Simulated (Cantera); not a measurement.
A perfectly stirred reactor is fed with H2 : O2 = 0.04 : 1 (molar parts), at 0.0390 bar; it is held at 1198 K, and followed from long to short residence time.

Model: GRI-Mech 3.0 (53 species, 325 reactions), integrated in Cantera. Radical loss at walls, strong at low pressure, is not modelled. The temperature is held fixed by assumption; the heat of reaction is taken as removed at once.

x: mole fraction; the columns are a selection and need not sum to one.

```tsv
τ (s)	x H2	x O2	x H2O	x OH	x O
12	1.79e-5	0.961	0.0391	(withheld)	0.000149
2.1	5.24e-5	0.960	0.0390	(withheld)	0.000474
0.37	0.000146	0.959	0.0387	(withheld)	0.00146
0.065	0.000397	0.956	0.0379	(withheld)	0.00419
0.011	0.00111	0.949	0.0360	(withheld)	0.0103
0.0020	0.00330	0.941	0.0317	(withheld)	0.0164
0.00035	0.0115	0.942	0.0220	(withheld)	0.0142
```

Question: Fill in the missing entries.

Answer: 
- 12, x OH: 0.000210
- 2.1, x OH: 0.000377
- 0.37, x OH: 0.000676
- 0.065, x OH: 0.00121
- 0.011, x OH: 0.00213
- 0.0020, x OH: 0.00342
- 0.00035, x OH: 0.00462
